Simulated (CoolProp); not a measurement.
Properties of carbonyl sulfide along the isotherm 140.05 °C.

Model: reference Helmholtz-energy equation of state, Lemmon 2006, in CoolProp. It is a short technical equation, of lower accuracy than the large ones.

```json
[
 {"p (kPa)": "10.1", "phase": "gas", "density (kg/m³)": "0.1767", "Joule-Thomson coefficient (K/MPa)": "9.291", "isothermal compressibility (1/MPa)": "99.05", "expansivity (1/kK)": "2.423", "fugacity coefficient": "0.9996"},
 {"p (kPa)": "16.3", "phase": "gas", "density (kg/m³)": "0.2852", "Joule-Thomson coefficient (K/MPa)": "9.293", "isothermal compressibility (1/MPa)": "61.39", "expansivity (1/kK)": "2.425", "fugacity coefficient": "0.9993"},
 {"p (kPa)": "26.3", "phase": "gas", "density (kg/m³)": "0.4604", "Joule-Thomson coefficient (K/MPa)": "9.295", "isothermal compressibility (1/MPa)": "38.06", "expansivity (1/kK)": "2.428", "fugacity coefficient": "0.9989"},
 {"p (kPa)": "42.5", "phase": "gas", "density (kg/m³)": "0.7444", "Joule-Thomson coefficient (K/MPa)": "9.299", "isothermal compressibility (1/MPa)": "23.57", "expansivity (1/kK)": "2.433", "fugacity coefficient": "0.9983"},
 {"p (kPa)": "68.6", "phase": "gas", "density (kg/m³)": "1.203", "Joule-Thomson coefficient (K/MPa)": "9.305", "isothermal compressibility (1/MPa)": "14.62", "expansivity (1/kK)": "2.441", "fugacity coefficient": "0.9973"},
 {"p (kPa)": "111", "phase": "gas", "density (kg/m³)": "1.950", "Joule-Thomson coefficient (K/MPa)": "9.316", "isothermal compressibility (1/MPa)": "9.049", "expansivity (1/kK)": "2.454", "fugacity coefficient": "0.9956"},
 {"p (kPa)": "179", "phase": "gas", "density (kg/m³)": "3.153", "Joule-Thomson coefficient (K/MPa)": "9.333", "isothermal compressibility (1/MPa)": "5.627", "expansivity (1/kK)": "2.475", "fugacity coefficient": "0.9928"},
 {"p (kPa)": "289", "phase": "gas", "density (kg/m³)": "5.113", "Joule-Thomson coefficient (K/MPa)": "9.360", "isothermal compressibility (1/MPa)": "3.501", "expansivity (1/kK)": "2.511", "fugacity coefficient": "0.9884"},
 {"p (kPa)": "467", "phase": "gas", "density (kg/m³)": "8.324", "Joule-Thomson coefficient (K/MPa)": "9.404", "isothermal compressibility (1/MPa)": "2.183", "expansivity (1/kK)": "2.569", "fugacity coefficient": "0.9814"},
 {"p (kPa)": "755", "phase": "gas", "density (kg/m³)": "13.62", "Joule-Thomson coefficient (K/MPa)": "9.476", "isothermal compressibility (1/MPa)": "1.368", "expansivity (1/kK)": "2.669", "fugacity coefficient": "0.9699"},
 {"p (kPa)": "1220", "phase": "gas", "density (kg/m³)": "22.47", "Joule-Thomson coefficient (K/MPa)": "9.593", "isothermal compressibility (1/MPa)": "0.8648", "expansivity (1/kK)": "2.846", "fugacity coefficient": "0.9515"},
 {"p (kPa)": "1970", "phase": "gas", "density (kg/m³)": "37.58", "Joule-Thomson coefficient (K/MPa)": "9.782", "isothermal compressibility (1/MPa)": "0.5566", "expansivity (1/kK)": "3.178", "fugacity coefficient": "0.9221"},
 {"p (kPa)": "3180", "phase": "gas", "density (kg/m³)": "64.66", "Joule-Thomson coefficient (K/MPa)": "10.08", "isothermal compressibility (1/MPa)": "0.3712", "expansivity (1/kK)": "3.878", "fugacity coefficient": "0.8752"}
]
```
